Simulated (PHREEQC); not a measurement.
Solution (75 °C): 2.8 mol/kgw NaCl, 0.052 mol/kgw KCl and 3.7 mol/kgw HCl. Closed to the air; pH follows from the charge balance.

All values are PHREEQC results (Pitzer model, pitzer.dat), not measurements.

```yaml
pH: -1.62
ionic_strength: 6.55 mol/kgw
activity_of_water: 0.673
density: 1.118 g/cm³
osmotic_coefficient: 1.678
total_alkalinity: -3700 meq/kg
```

| species | molality | activity | log γ |
|---|---|---|---|
| Cl- | 6.55 | 4.17 | -0.197 |
| H+ | 3.70 | 41.5 | 1.050 |
| Na+ | 2.80 | 10.8 | 0.585 |
| K+ | 0.0520 | 0.0789 | 0.181 |

Precipitation was switched off in this run. In brines, pH and single-ion activities rest on the MacInnes convention. Constants without temperature data keep their 25 °C values here.
